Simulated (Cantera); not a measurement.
SiH₂Cl₂ + O₂ + H₂ (silicon oxide and oxynitride deposition)

Feed: 1 mol SiH₂Cl₂, 0.53 mol O₂, 73 mol H₂, at 1700 Pa.

Equilibrium computed with Cantera from the NASA thermochemical tables; the gas is ideal and each condensed phase is pure. Candidate condensed phases: H₂O, Si, SiO₂; 30 gas species. Mutual solubility and eutectic melting of coexisting phases are not modelled. The tables' values for SiCl₃ are old estimates; treat these amounts as uncertain. The tables hold silica as quartz up to 1696 K and as liquid above; real silica turns to tridymite and cristobalite and melts near 1996 K. Kinetics and transport are ignored.

From 600 K to 750 K the condensed part is SiO₂(α-quartz). From 900 K to 1350 K the condensed part is Si(s) + SiO₂(β-quartz). From 1500 K to 1650 K the condensed part is SiO₂(β-quartz). From 1800 K to 2100 K nothing is condensed. The main Si-bearing gas is SiCl₄ at 600 K and SiO at 2100 K.

```json
[
 {"T (K)": "600", "log p H₂": "-1.77", "log p HCl": "-4.54", "log p H": "<-13", "log p SiO": "<-13", "log p SiCl₄": "-3.98", "log p SiHCl₃": "-5.77", "log p SiCl₂": "-13.65", "n SiO₂(α-quartz)": "0.530", "n Si(s)": "0", "n SiO₂(β-quartz)": "0"},
 {"T (K)": "750", "log p H₂": "-1.77", "log p HCl": "-4.36", "log p H": "-13.39", "log p SiO": "<-13", "log p SiCl₄": "-4.04", "log p SiHCl₃": "-4.80", "log p SiCl₂": "-8.77", "n SiO₂(α-quartz)": "0.530", "n Si(s)": "0", "n SiO₂(β-quartz)": "0"},
 {"T (K)": "900", "log p H₂": "-1.77", "log p HCl": "-4.01", "log p H": "-10.82", "log p SiO": "-11.30", "log p SiCl₄": "-4.19", "log p SiHCl₃": "-4.50", "log p SiCl₂": "-6.12", "n SiO₂(α-quartz)": "0", "n Si(s)": "0.0358", "n SiO₂(β-quartz)": "0.530"},
 {"T (K)": "1050", "log p H₂": "-1.78", "log p HCl": "-3.54", "log p H": "-8.98", "log p SiO": "-8.42", "log p SiCl₄": "-4.63", "log p SiHCl₃": "-4.86", "log p SiCl₂": "-5.03", "n SiO₂(α-quartz)": "0", "n Si(s)": "0.246", "n SiO₂(β-quartz)": "0.530"},
 {"T (K)": "1200", "log p H₂": "-1.78", "log p HCl": "-3.41", "log p H": "-7.59", "log p SiO": "-6.27", "log p SiCl₄": "-5.84", "log p SiHCl₃": "-5.78", "log p SiCl₂": "-4.66", "n SiO₂(α-quartz)": "0", "n Si(s)": "0.349", "n SiO₂(β-quartz)": "0.529"},
 {"T (K)": "1350", "log p H₂": "-1.78", "log p HCl": "-3.40", "log p H": "-6.51", "log p SiO": "-4.61", "log p SiCl₄": "-7.17", "log p SiHCl₃": "-6.79", "log p SiCl₂": "-4.57", "n SiO₂(α-quartz)": "0", "n Si(s)": "0.294", "n SiO₂(β-quartz)": "0.475"},
 {"T (K)": "1500", "log p H₂": "-1.79", "log p HCl": "-3.36", "log p H": "-5.65", "log p SiO": "-3.70", "log p SiCl₄": "-8.89", "log p SiHCl₃": "-8.31", "log p SiCl₂": "-5.26", "n SiO₂(α-quartz)": "0", "n Si(s)": "0", "n SiO₂(β-quartz)": "0.0844"},
 {"T (K)": "1650", "log p H₂": "-1.79", "log p HCl": "-3.35", "log p H": "-4.94", "log p SiO": "-3.66", "log p SiCl₄": "-11.80", "log p SiHCl₃": "-11.02", "log p SiCl₂": "-7.27", "n SiO₂(α-quartz)": "0", "n Si(s)": "0", "n SiO₂(β-quartz)": "0.0308"},
 {"T (K)": "1800", "log p H₂": "-1.79", "log p HCl": "-3.35", "log p H": "-4.34", "log p SiO": "-3.65", "log p SiCl₄": "-13.20", "log p SiHCl₃": "-12.24", "log p SiCl₂": "-7.90", "n SiO₂(α-quartz)": "0", "n Si(s)": "0", "n SiO₂(β-quartz)": "0"},
 {"T (K)": "1950", "log p H₂": "-1.79", "log p HCl": "-3.35", "log p H": "-3.84", "log p SiO": "-3.65", "log p SiCl₄": "<-13", "log p SiHCl₃": "-13.02", "log p SiCl₂": "-8.18", "n SiO₂(α-quartz)": "0", "n Si(s)": "0", "n SiO₂(β-quartz)": "0"},
 {"T (K)": "2100", "log p H₂": "-1.80", "log p HCl": "-3.36", "log p H": "-3.41", "log p SiO": "-3.66", "log p SiCl₄": "<-13", "log p SiHCl₃": "-13.70", "log p SiCl₂": "-8.44", "n SiO₂(α-quartz)": "0", "n Si(s)": "0", "n SiO₂(β-quartz)": "0"}
]
```
log p: log10 of the partial pressure in bar; n: condensed amount in mol.
